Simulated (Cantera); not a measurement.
# Equilibrium for carbothermic reduction: Cu2O + CH4 + H2 + C

A closed system holds: 1 mol Cu2O, 1.1 mol CH4, 0.34 mol H2, 2.5 mol C, at 133 Pa.

Cantera equilibrium calculation (NASA polynomials, part measured and part estimated; ideal gas, pure solids and liquids). Candidate condensed phases: C, C6H6, C7H8, C8H18, Cu, CuO, Cu(OH)2, Cu2O, H2O; 113 gas species. The numbers say what is thermodynamically allowed, not how fast it happens.

| T (K) | log p H2 | log p Cu | log p CO | log p H | log p CO2 | n C(graphite) | n Cu(s) | n Cu(l) |
|---|---|---|---|---|---|---|---|---|
| 800 | -3.02 | <-14 | -3.46 | -13.05 | -4.92 | 2.65 | 2.00 | 0 |
| 950 | -3.02 | -11.72 | -3.42 | -10.76 | -6.63 | 2.60 | 2.00 | 0 |
| 1100 | -3.02 | -9.23 | -3.42 | -9.10 | -7.90 | 2.60 | 2.00 | 0 |
| 1250 | -3.02 | -7.33 | -3.42 | -7.83 | -8.86 | 2.60 | 2.00 | 0 |
| 1400 | -3.02 | -5.87 | -3.42 | -6.82 | -9.61 | 2.60 | 0 | 2.00 |
| 1550 | -3.03 | -4.73 | -3.43 | -6.01 | -10.22 | 2.60 | 0 | 1.95 |
| 1700 | -3.08 | -3.80 | -3.48 | -5.37 | -10.81 | 2.60 | 0 | 1.52 |
| 1850 | -3.22 | -3.32 | -3.62 | -4.88 | -11.49 | 2.60 | 0 | 0 |
| 2000 | -3.23 | -3.32 | -3.62 | -4.41 | -11.84 | 2.60 | 0 | 0 |
| 2150 | -3.27 | -3.33 | -3.63 | -4.01 | -12.15 | 2.59 | 0 | 0 |
log p: log10 of the partial pressure in bar; n: condensed amount in mol.

From 800 K to 1250 K the condensed part is C(graphite) + Cu(s). From 1400 K to 1700 K the condensed part is C(graphite) + Cu(l). From 1850 K to 2150 K the condensed part is C(graphite).
